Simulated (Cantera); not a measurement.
Source: NASA polynomial tables (part measured, part estimated), evaluated in Cantera. Values are per mole of reaction as written; species without (g) are pure solids or liquids, kept so even where they would boil at 1 bar.

Q: Between 300 and 2323 K, where is each reaction favourable under standard conditions?
- 3 Cu + 3 HF(g) + NF₃(g) → NH₃(g) + 3 CuF₂

A: 
- 3 Cu + 3 HF(g) + NF₃(g) → NH₃(g) + 3 CuF₂: ΔG° is -576 kJ at 300 K and 47 kJ at 2323 K; it changes sign between 2023 and 2123 K. ΔH° is -436 kJ and ΔS° -208 J/K at 2323 K.
